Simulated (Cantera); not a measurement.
Charge: 1 mol CH4, 0.087 mol O2, 0.73 mol N2, at 2550 K and 1.00 bar.

Cantera equilibrium calculation (NASA polynomials, part measured and part estimated; ideal gas, pure solids and liquids). Candidate condensed phases: C, C6H6, C7H8, C8H18, H2O; 136 gas species. Rates play no part.

Base state: H2 0.642, N2 0.231, CO 0.0592, HCN 0.0308, H 0.0250, C2H2 (acetylene) 0.00853, HNC 0.00382, CN 7.44e-5 (mole fractions); condensed: C(graphite).

Task: What changes in the equilibrium state with this change: temperature from 2550 K to 1475 K?

Result: 
| species | before | after |
|---|---|---|
| H2 | 0.642 | 0.687 |
| N2 | 0.231 | 0.252 |
| CO | 0.0592 | 0.0599 |
| HCN | 0.0308 | 0.000367 |
| H | 0.0250 | 1.07e-5 |
| CN | 7.44e-5 | <1e-9 |
| C4H2 | 4.69e-5 | <1e-9 |
| C2H | 2.65e-5 | <1e-9 |
| C(graphite), mol | 0.673 | 0.821 |
